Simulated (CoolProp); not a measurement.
Vapour-liquid equilibrium of n-hexane (1) + dimethyl carbonate (2) at 132.95 °C; x and y are mole fractions of (1).

Computed with CoolProp (multi-fluid Helmholtz-energy mixture model, Thol 2019 and Zhou 2011; pair parameters Bell 2016).

```json
[
 {"x": "0.05", "bubble pressure (bar)": "3.946", "y at the bubble point": "0.178", "dew pressure at overall composition x (bar)": "3.505", "liquid density (mol/L)": "9.802"},
 {"x": "0.125", "bubble pressure (bar)": "4.578", "y at the bubble point": "?", "dew pressure at overall composition x (bar)": "3.752", "liquid density (mol/L)": "9.375"},
 {"x": "0.2", "bubble pressure (bar)": "5.002", "y at the bubble point": "0.414", "dew pressure at overall composition x (bar)": "4.030", "liquid density (mol/L)": "8.978"},
 {"x": "0.275", "bubble pressure (bar)": "5.294", "y at the bubble point": "0.474", "dew pressure at overall composition x (bar)": "4.342", "liquid density (mol/L)": "8.610"},
 {"x": "0.35", "bubble pressure (bar)": "5.499", "y at the bubble point": "0.519", "dew pressure at overall composition x (bar)": "4.687", "liquid density (mol/L)": "8.270"},
 {"x": "0.425", "bubble pressure (bar)": "5.648", "y at the bubble point": "0.557", "dew pressure at overall composition x (bar)": "5.055", "liquid density (mol/L)": "7.956"},
 {"x": "0.5", "bubble pressure (bar)": "5.757", "y at the bubble point": "0.593", "dew pressure at overall composition x (bar)": "?", "liquid density (mol/L)": "7.667"},
 {"x": "0.575", "bubble pressure (bar)": "5.832", "y at the bubble point": "0.629", "dew pressure at overall composition x (bar)": "5.707", "liquid density (mol/L)": "7.403"},
 {"x": "0.65", "bubble pressure (bar)": "5.874", "y at the bubble point": "0.668", "dew pressure at overall composition x (bar)": "?", "liquid density (mol/L)": "7.161"},
 {"x": "0.725", "bubble pressure (bar)": "5.878", "y at the bubble point": "0.713", "dew pressure at overall composition x (bar)": "5.872", "liquid density (mol/L)": "6.941"},
 {"x": "0.8", "bubble pressure (bar)": "5.832", "y at the bubble point": "0.768", "dew pressure at overall composition x (bar)": "5.784", "liquid density (mol/L)": "6.742"},
 {"x": "0.875", "bubble pressure (bar)": "5.720", "y at the bubble point": "0.835", "dew pressure at overall composition x (bar)": "5.635", "liquid density (mol/L)": "6.561"},
 {"x": "0.95", "bubble pressure (bar)": "5.519", "y at the bubble point": "0.924", "dew pressure at overall composition x (bar)": "5.453", "liquid density (mol/L)": "6.398"}
]
```

Q: Some entries are withheld; supply them.

A: 
- 0.125, y at the bubble point: 0.327
- 0.5, dew pressure at overall composition x (bar): 5.417
- 0.65, dew pressure at overall composition x (bar): 5.860

y crosses x between x = 0.65 and 0.725: the model has an azeotrope there.

Pair parameters are fitted to limited data, so mixtures are less certain than the pure fluids.
